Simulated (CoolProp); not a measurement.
The numbers come from the reference Helmholtz-energy equation of state, Gao 2020 in CoolProp.

For ammonia, give the phase and the cp (kJ/(kg K)), viscosity (µPa s) at 451.85 °C and 0.681 MPa.


- 451.85 °C and 0.681 MPa: gas; cp 2.88, viscosity 26.3

Viscosity comes from a separate model (Fenghour 1995).
